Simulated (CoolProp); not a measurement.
Vapour pressure (kPa) of water: the reference equation beside estimates from Tc = 647.1 K, pc = 22060 kPa, ω = 0.344.

The numbers come from the reference Helmholtz-energy equation of state, Wagner 2002 in CoolProp.

```csv
T (K),reference,Lee-Kesler,van der Waals,Redlich-Kwong,Soave-Redlich-Kwong,Peng-Robinson
507.8,3043,3102,7733,4724,3112,3075
512,3280,3344,8036,5014,3357,3316
516.2,3530,3600,8347,5317,3616,3571
520.4,3795,3870,8666,5632,3890,3840
524.6,4074,4155,8992,5959,4180,4125
528.8,4370,4456,9326,6300,4486,4426
533,4681,4772,9667,6653,4808,4743
537.2,5009,5105,10020,7020,5147,5077
541.3,5345,5446,10360,7391,5495,5420
545.5,5708,5813,10730,7785,5869,5789
```

Absolute difference from the reference over all 10 rows, mean and median: Lee-Kesler 1.9 and 1.9 %, van der Waals 118.6 and 117.1 %, Redlich-Kwong 45.5 and 45.2 %, Soave-Redlich-Kwong 2.6 and 2.6 %, Peng-Robinson 1.3 and 1.3 %.
